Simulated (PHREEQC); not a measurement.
Dissolve 0.00045 mol/kgw CdSO4, 6.4e-05 mol/kgw Na2SO4 and 7.8e-05 mol/kgw MnSO4 at 50 °C. Closed to the air; pH follows from the charge balance.

Computed with PHREEQC (ion-association model, phreeqc.dat).

The ionic strength comes out as 0.00209 mol/kgw. What activity coefficients do Mn+2, Cd+2, SO4-2, Na+ get?

Mn+2 0.81, Cd+2 0.81, SO4-2 0.81, Na+ 0.95.

Precipitation was switched off in this run. Constants without temperature data keep their 25 °C values here.
